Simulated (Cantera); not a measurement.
## Thermodynamics of iron carbonyl, mercury and lead vapours, feed HgO + N2 + H2

A closed system holds: 1 mol HgO, 5.4 mol N2, 0.039 mol H2, held at 277 °C and 100 Torr.

These are equilibrium values from Cantera (NASA tables, ideal gas, pure condensed phases), not measurements of a reactor. Candidate condensed phases: H2O, Hg, HgO; 25 gas species. The numbers say what is thermodynamically allowed, not how fast it happens.

The x(N2) comes out as 0.946 and the x(Hg) is 0.0339. The x(O2) is 0.0135 and the x(H2O) comes out as 0.00683. The n(HgO(s)) is 0.806 mol. The gas amount is 5.710 mol and the log10 activity of Hg(l) (absent) is -1.63.
